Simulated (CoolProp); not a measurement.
Saturation properties of CHF3 (R23).

Model: reference Helmholtz-energy equation of state, Penoncello 2003, in CoolProp.

| T (°C) | p (bar) | enthalpy of vaporisation (kJ/kg) | vapour Z | liquid viscosity (µPa s) | vapour viscosity (µPa s) |
|---|---|---|---|---|---|
| -112.95 | 0.1125 | 262.9 | 0.9892 | 549 | 7.76 |
| -105.45 | 0.2092 | 257.5 | 0.9842 | 467 | 8.18 |
| -97.95 | 0.3657 | 251.9 | 0.9776 | 403 | 8.60 |
| -90.45 | 0.6062 | 246.1 | 0.9692 | 352 | 9.01 |
| -82.95 | 0.9598 | 240.1 | 0.9588 | 310 | 9.42 |
| -75.45 | 1.460 | 233.9 | 0.9462 | 275 | 9.83 |
| -67.95 | 2.145 | 227.3 | 0.9312 | 245 | 10.2 |
| -60.45 | 3.056 | 220.4 | 0.9136 | 220 | 10.6 |
| -52.95 | 4.239 | 213.0 | 0.8934 | 198 | 11.1 |
| -45.45 | 5.742 | 205.1 | 0.8702 | 179 | 11.5 |
| -37.95 | 7.618 | 196.6 | 0.8439 | 161 | 11.9 |
| -30.45 | 9.921 | 187.4 | 0.8142 | 146 | 12.4 |
| -22.95 | 12.71 | 177.2 | 0.7807 | 131 | 12.9 |
| -15.45 | 16.05 | 165.9 | 0.7430 | 118 | 13.4 |

It boils at -82.0 °C under 1 atm.

Viscosity comes from a separate model (Shan 2000).
